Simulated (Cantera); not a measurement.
What does this Cantera script print?

```python
import numpy as np
import cantera as ct

gas_names = [...]  # 123 gases of nasa_gas.yaml made of C, H, O, S
cond_names = """
    C(gr) C6H6(L) C7H8(L) C8H18(L),n-octa H2O(s) H2O(L) H2SO4(L) S(cr1) S(cr2) S(L)
""".split()


# ... load() reads the species with a 1 bar reference pressure and builds the phases ...
atoms = {
    'CS2': {'C': 1, 'S': 2},
    'SO2': {'S': 1, 'O': 2},
    'O2': {'O': 2},
    'H2O': {'H': 2, 'O': 1},
}
top_T = {'C(gr)': 4500}  # K; cautious upper limits of use, not melting points


# ... equilibrate(T, P, feed) seeds the gas with the atoms and calls Mixture.equilibrate('TP', solver="vcs", rtol=1e-11, max_steps=5000) ...
results = []
feed = {'CS2': 1, 'SO2': 0.83, 'O2': 8.3, 'H2O': 1.8}  # mol
P = 13332.2  # Pa
for T in [848, 948, 1048, 1148, 1248, 1348, 1448, 1548, 1648, 1748, 1848, 1948]:
    mix = equilibrate(T, P, feed)
    results.append((T, P, feed, dict(zip(mix.species_names, mix.species_moles))))

top = {s: max(r[3][s] / sum(r[3][g] for g in gas_names) for r in results) for s in gas_names}
cols = sorted((s for s in top if top[s] > 0.0001), key=lambda s: -top[s])[:8]
seen = [c for c in cond_names if any(r[3].get(c, 0) > 1e-12 for r in results)]
print("log10 of partial pressures in bar; condensed amounts in mol")
print(f"{'T/K':>10s}" + "".join(f"{s[:9]:>10s}" for s in cols + seen))
for T, P, feed, n in results:
    ng = sum(n[g] for g in gas_names)
    print(f"{T:10.4g}" + "".join(f"{np.log10(max(n[s] / ng * P / 1e5, 1e-99)):10.3f}" for s in cols)
          + "".join(f"{n.get(c, 0):10.4g}" for c in seen))
```

Output:

```
log10 of partial pressures in bar; condensed amounts in mol
       T/K        O2       SO2       SO3       H2O       CO2        OH         O        CO
       848    -1.245    -2.075    -1.523    -1.612    -1.867    -8.908   -12.789   -14.109
       948    -1.220    -1.701    -1.774    -1.632    -1.887    -7.856   -11.137   -12.303
      1048    -1.202    -1.552    -2.130    -1.647    -1.902    -7.005    -9.800   -10.840
      1148    -1.195    -1.498    -2.495    -1.653    -1.909    -6.301    -8.698    -9.625
      1248    -1.192    -1.479    -2.826    -1.656    -1.911    -5.708    -7.773    -8.602
      1348    -1.191    -1.470    -3.117    -1.657    -1.912    -5.203    -6.985    -7.730
      1448    -1.190    -1.467    -3.370    -1.658    -1.913    -4.767    -6.305    -6.979
      1548    -1.190    -1.465    -3.590    -1.658    -1.913    -4.388    -5.712    -6.326
      1648    -1.190    -1.464    -3.784    -1.659    -1.914    -4.055    -5.192    -5.753
      1748    -1.190    -1.463    -3.955    -1.660    -1.914    -3.760    -4.730    -5.246
      1848    -1.191    -1.463    -4.108    -1.662    -1.915    -3.498    -4.318    -4.796
      1948    -1.191    -1.463    -4.244    -1.665    -1.916    -3.263    -3.948    -4.393
```

Cantera equilibrium calculation (NASA polynomials, part measured and part estimated; ideal gas, pure solids and liquids).
